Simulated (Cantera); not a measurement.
## Thermodynamics of chlorosilane synthesis and conversion, feed Si + HCl + H2

Input: 1 mol Si, 0.72 mol HCl, 6.8 mol H2, at 1198.15 K and 710000 Pa.

Method: chemical equilibrium by Gibbs-energy minimisation in Cantera with the NASA 1993 tables (ideal gas, pure condensed phases). Candidate condensed phases: Si; 19 gas species. The tables' values for SiCl3 are old estimates; treat these amounts as uncertain. Kinetics and transport are ignored.

| Property | Result |
|---|---|
| x(H2) | 0.958 |
| x(HCl) | 0.0157 |
| x(SiHCl3) | 0.0135 |
| x(SiCl4) | 0.00817 |
| x(SiH2Cl2) | 0.00289 |
| x(SiCl3) | 0.000747 |
| x(SiCl2) | 0.000604 |
| x(SiH3Cl) | 0.000170 |
| x(SiH4) | 4.22e-6 |
| n(Si(s)) | 0.809 mol |
| gas amount | 7.336 mol |
